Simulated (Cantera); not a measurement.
Stirred combustor or abatement burner

A perfectly stirred reactor is fed with 10.1 % CH3OH, 13.8 % O2, 76.1 % N2, at 1.10 bar; it is adiabatic with a 325 K inlet, and is followed from long to short residence time, starting on the burning branch (τ in s: 0.15, 0.067, 0.031, 0.014, 0.0063, 0.0029, 0.0013, 0.00059, 0.00027, 0.00012, 5.5e-05, 2.5e-05, 1.1e-05).

Model: GRI-Mech 3.0 (53 species, 325 reactions), integrated in Cantera. GRI-Mech 3.0 was tuned for natural gas; its chemistry of methanol as a main component is partial and can be far from experiment.

```json
[
 {"τ (s)": "0.15", "T (K)": "1881", "x CH3OH": "1.49e-6", "x O2": "0.000622", "x OH": "0.00113", "x C2H": "<1e-12", "x C2H4": "7.61e-12"},
 {"τ (s)": "0.067", "T (K)": "1870", "x CH3OH": "2.43e-6", "x O2": "0.00107", "x OH": "0.00149", "x C2H": "<1e-12", "x C2H4": "1.64e-11"},
 {"τ (s)": "0.031", "T (K)": "1855", "x CH3OH": "3.91e-6", "x O2": "0.00171", "x OH": "0.00191", "x C2H": "<1e-12", "x C2H4": "4.14e-11"},
 {"τ (s)": "0.014", "T (K)": "1834", "x CH3OH": "6.49e-6", "x O2": "0.00264", "x OH": "0.00238", "x C2H": "<1e-12", "x C2H4": "1.25e-10"},
 {"τ (s)": "0.0063", "T (K)": "1806", "x CH3OH": "1.11e-5", "x O2": "0.00386", "x OH": "0.00285", "x C2H": "2.66e-12", "x C2H4": "4.26e-10"},
 {"τ (s)": "0.0029", "T (K)": "1774", "x CH3OH": "1.92e-5", "x O2": "0.00531", "x OH": "0.00326", "x C2H": "9.45e-12", "x C2H4": "1.52e-9"},
 {"τ (s)": "0.0013", "T (K)": "1736", "x CH3OH": "3.62e-5", "x O2": "0.00714", "x OH": "0.00354", "x C2H": "3.58e-11", "x C2H4": "6.19e-9"},
 {"τ (s)": "0.00059", "T (K)": "1694", "x CH3OH": "7.38e-5", "x O2": "0.00958", "x OH": "0.00358", "x C2H": "1.29e-10", "x C2H4": "2.78e-8"},
 {"τ (s)": "0.00027", "T (K)": "1635", "x CH3OH": "0.000183", "x O2": "0.0140", "x OH": "0.00311", "x C2H": "3.89e-10", "x C2H4": "1.59e-7"},
 {"τ (s)": "0.00012", "T (K)": "325", "x CH3OH": "0.101", "x O2": "0.138", "x OH": "<1e-12", "x C2H": "<1e-12", "x C2H4": "<1e-12"},
 {"τ (s)": "5.5e-5", "T (K)": "325", "x CH3OH": "0.101", "x O2": "0.138", "x OH": "<1e-12", "x C2H": "<1e-12", "x C2H4": "<1e-12"},
 {"τ (s)": "2.5e-5", "T (K)": "325", "x CH3OH": "0.101", "x O2": "0.138", "x OH": "<1e-12", "x C2H": "<1e-12", "x C2H4": "<1e-12"},
 {"τ (s)": "1.1e-5", "T (K)": "325", "x CH3OH": "0.101", "x O2": "0.138", "x OH": "<1e-12", "x C2H": "<1e-12", "x C2H4": "<1e-12"}
]
```
x: mole fraction; the columns are a selection and need not sum to one.
